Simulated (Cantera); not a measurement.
Source: NASA polynomial tables (part measured, part estimated), evaluated in Cantera. Values are per mole of reaction as written; species without (g) are pure solids or liquids, kept so even where they would boil at 1 bar.

Question: Between 300 and 2400 K, where is each reaction favourable under standard conditions?
- 2 C₂H₂(g) + 2 C₃H₈(g) → 5 C₂H₄(g)
- 4 CH₃(g) + 3 CH₂Cl₂(g) → C + 6 CH₃Cl(g)

Answer: 
- 2 C₂H₂(g) + 2 C₃H₈(g) → 5 C₂H₄(g): ΔG° is -31 kJ at 300 K and -299 kJ at 2400 K; it stays negative (K > 1). ΔH° is -18 kJ and ΔS° 117 J/K at 2400 K.
- 4 CH₃(g) + 3 CH₂Cl₂(g) → C + 6 CH₃Cl(g): ΔG° is -740 kJ at 300 K and -308 kJ at 2400 K; it stays negative (K > 1). ΔH° is -795 kJ and ΔS° -203 J/K at 2400 K.
